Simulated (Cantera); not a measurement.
An adiabatic, constant-pressure homogeneous reactor starts with 8.14 % CH4, 4.23 % H2, 18.4 % O2, 69.2 % N2, equivalence ratio 1.0, at 975 K and 1.60 bar.

Computed with Cantera and GRI-Mech 3.0 (53 species, 325 reactions). Below about 1000 K GRI-Mech 3.0 lacks low-temperature oxidation paths.

Q: Predict: time of steepest temperature rise; temperature at 2.00 s; equilibrium temperature; x(H2) at 2.00 s; x(O2) at 2.00 s; x(CO) at 2.00 s; x(OH) at 2.00 s.

A: 
```json
{
 "time_of_steepest_temperature_rise": "24.6 ms",
 "temperature at 2.00 s": "2571 K",
 "equilibrium_temperature": "2571 K",
 "x(H2) at 2.00 s": "0.0115 (gas-phase equilibrium 0.0115)",
 "x(O2) at 2.00 s": "0.0116 (gas-phase equilibrium 0.0116)",
 "x(CO) at 2.00 s": "0.0230 (gas-phase equilibrium 0.0230)",
 "x(OH) at 2.00 s": "0.0106 (gas-phase equilibrium 0.0106)"
}
```
